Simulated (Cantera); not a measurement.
An isothermal, constant-pressure homogeneous reactor starts with 1.16 % C₂H₆, 98.8 % H₂, at 1075 K and 0.326 atm.

Model: GRI-Mech 3.0 (53 species, 325 reactions), integrated in Cantera. GRI-Mech 3.0 stops at C3 and has no aromatics, soot or wall deposition, so with more carbon than oxygen in the feed, carbon stays in small species such as C2H2 where larger ones or solid carbon would form.

Problem. Predict: x(C₂H₆) at 1.00 s; x(H₂) at 1.00 s; x(C₂H₄) at 1.00 s; x(CH₄) at 1.00 s; x(C₂H₂) at 1.00 s.

Solution. 
| Quantity | Value |
|---|---|
| x(C₂H₆) at 1.00 s | 0.00230 (gas-phase equilibrium 1.81e-7) |
| x(H₂) at 1.00 s | 0.987 (gas-phase equilibrium 0.977) |
| x(C₂H₄) at 1.00 s | 0.00811 (gas-phase equilibrium 6.95e-7) |
| x(CH₄) at 1.00 s | 0.00205 (gas-phase equilibrium 0.0233) |
| x(C₂H₂) at 1.00 s | 0.000102 (gas-phase equilibrium 2.02e-8) |
